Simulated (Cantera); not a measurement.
Feed: 1 mol Si₂Cl₆, 8.7 mol NH₃, 5.2 mol N₂, equilibrated at 2.50 mbar.

Equilibrium computed with Cantera from the NASA thermochemical tables; the gas is ideal and each condensed phase is pure. Candidate condensed phases: NH₄Cl, Si, Si₃N₄; 28 gas species. The feed counts by its element totals alone. The tables' values for SiCl₃ are old estimates; treat these amounts as uncertain. Equilibrium is a limit: real reactors are often held back by kinetics, nucleation or transport. All values below are at 927 °C.

Base state: H₂ 0.417, N₂ 0.340, HCl 0.242, SiCl₄ 0.000868, SiCl₂ 0.000347, SiCl₃ 0.000185, SiHCl₃ 4.06e-5 (mole fractions); condensed: Si₃N₄(s).

Problem. What changes in the equilibrium state with this change: NH₃ from 8.7 to 2.1 mol?

Solution. 
```csv
species,before,after
N₂,0.340,0.484
HCl,0.242,0.355
H₂,0.417,0.111
SiCl₄,0.000868,0.0447
SiCl₃,0.000185,0.00335
SiHCl₃,4.06e-5,0.000379
SiCl₂,0.000347,0.00221
"Si₃N₄(s), mol",0.655,0.482
```
